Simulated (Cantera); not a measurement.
A freely propagating, adiabatic, planar premixed flame of CH₄ : O₂ : N₂ = 1 : 2.27 : 8.55 (molar parts), equivalence ratio 0.88, unburnt at 425 K and 1.00 bar; unity-Lewis-number transport, grid criteria slope 0.08 and curve 0.16, no radiation.

Model: GRI-Mech 3.0 (53 species, 325 reactions), integrated in Cantera. Unity Lewis numbers drop preferential diffusion, which matters most where H2 and H carry the flame. Burning velocities carry a grid error of a few per cent, more on coarse grids.

Task: Predict: laminar burning velocity; thermal thickness; peak x(H); peak x(CH₃).

Result: 
```json
{
 "laminar_burning_velocity": "49.3 cm/s",
 "thermal_thickness": "0.442 mm",
 "peak x(H)": "0.00657",
 "peak x(CH₃)": "0.00148"
}
```
